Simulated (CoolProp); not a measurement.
Aqueous methanol as a coolant, at 8 °C, 1 atm.

The numbers come from the Melinder's fits for secondary coolants in CoolProp.

```csv
mass %,freezing point (°C),viscosity (mPa s),density (kg/m³),cp (kJ/(kg K)),conductivity (W/(m K))
2.9,-1.7,1.52,994.6,4.238,0.560
7.6,-4.8,1.77,987.2,4.240,0.534
12.3,-8.3,2.01,980.6,4.200,0.509
17,-12.3,2.24,974.4,4.137,0.486
21.7,-16.7,2.44,968.3,4.064,0.462
26.4,-21.6,2.59,962.0,3.987,0.440
31,-26.9,2.69,955.5,3.909,0.419
35.7,-32.8,2.73,948.4,3.825,0.398
40.4,-39.3,2.71,940.7,3.734,0.378
45.1,-46.4,2.64,932.6,3.634,0.360
49.8,-54.1,2.54,923.9,3.524,0.343
54.5,-62.5,2.41,914.7,3.410,0.326
```
